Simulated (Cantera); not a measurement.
Charge: 1 mol trisilylamine, 0.2 mol N2, equilibrated at 1700 K.

Equilibrium computed with Cantera from the NASA thermochemical tables; the gas is ideal and each condensed phase is pure. Candidate condensed phases: Si, Si3N4; 18 gas species. The feed counts by its element totals alone. Mutual solubility and eutectic melting of coexisting phases are not modelled. Gases not in the tables: Si2H6 and higher silanes. Equilibrium is a limit: real reactors are often held back by kinetics, nucleation or transport.

Problem. Which condensed phases are stable at each of these points (P (Pa)): 5, 21, 85, 350, 1400, 5900, 24000, 100000?

Solution. 
```csv
P (Pa),condensed phases,Si condensed (%)
5,Si(l),97.5
21,Si(l),99.4
85,Si(l),99.8
350,Si(l),100.0
1400,Si(l) + Si3N4(s),100.0
5900,Si(l) + Si3N4(s),100.0
24000,Si(l) + Si3N4(s),100.0
100000,Si(l) + Si3N4(s),100.0
```

From 5.00 Pa to 3.50 mbar the condensed part is Si(l). From 14.0 mbar to 1.00 bar the condensed part is Si(l) + Si3N4(s).
